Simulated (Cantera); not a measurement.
A perfectly stirred reactor is fed with 2.13 % C₂H₆, 97.9 % N₂, at 0.0133 bar; it is held at 1623 K, and followed from long to short residence time.

Model: GRI-Mech 3.0 (53 species, 325 reactions), integrated in Cantera. GRI-Mech 3.0 stops at C3 and has no aromatics, soot or wall deposition, so with more carbon than oxygen in the feed, carbon stays in small species such as C2H2 where larger ones or solid carbon would form. Radical loss at walls, strong at low pressure, is not modelled.

x: mole fraction; the columns are a selection and need not sum to one.

```tsv
τ (s)	x C₂H₆	x CH₄	x CH₃	x C₂H₄	x CH₂
2.8	1.09e-5	0.00131	0.000216	6.10e-5	___
1.0	2.89e-5	0.00191	0.000355	0.000152	___
0.38	7.20e-5	0.00266	0.000566	0.000354	___
0.14	0.000184	0.00361	0.000914	0.000822	___
0.051	0.000469	0.00455	0.00148	0.00182	___
0.019	0.00116	0.00507	0.00233	0.00359	___
0.0069	0.00289	0.00458	0.00362	0.00599	___
0.0025	0.00674	0.00285	0.00499	0.00700	___
0.00093	0.0129	0.00104	0.00503	0.00436	___
0.00034	0.0183	0.000215	0.00313	0.00104	___
```

### Question
Complete the blanks.

### Answer

- 2.8, x CH₂: 1.43e-6
- 1.0, x CH₂: 2.39e-6
- 0.38, x CH₂: 3.77e-6
- 0.14, x CH₂: 5.85e-6
- 0.051, x CH₂: 8.78e-6
- 0.019, x CH₂: 1.24e-5
- 0.0069, x CH₂: 1.63e-5
- 0.0025, x CH₂: 1.80e-5
- 0.00093, x CH₂: 1.41e-5
- 0.00034, x CH₂: 5.79e-6
